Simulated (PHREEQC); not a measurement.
Make-up at 25 °C: 1 mmol/kgw Na2S and 0.24 mmol/kgw MnCl2. Closed to the air; pH follows from the charge balance.

Computed with PHREEQC (ion-association model, wateq4f.dat).

```json
{
 "pH": "10.90",
 "ionic_strength": "0.00243 mol/kgw",
 "total_alkalinity": "2.00 meq/kg"
}
```

```csv
species,molality,activity,log γ
Na+,0.00200,0.00189,-0.023
HS-,0.000989,0.000936,-0.024
OH-,0.000835,0.000791,-0.024
Cl-,0.000480,0.000454,-0.024
MnOH+,0.000152,0.000144,-0.023
Mn+2,8.75e-5,7.09e-5,-0.092
S-2,1.11e-5,8.94e-6,-0.093
```

Precipitation was switched off in this run. Saturation is exceeded, for instance for Pyrochroite; the values hold only as long as no solid forms. The polysulfide entries of wateq4f.dat were taken out for this run.
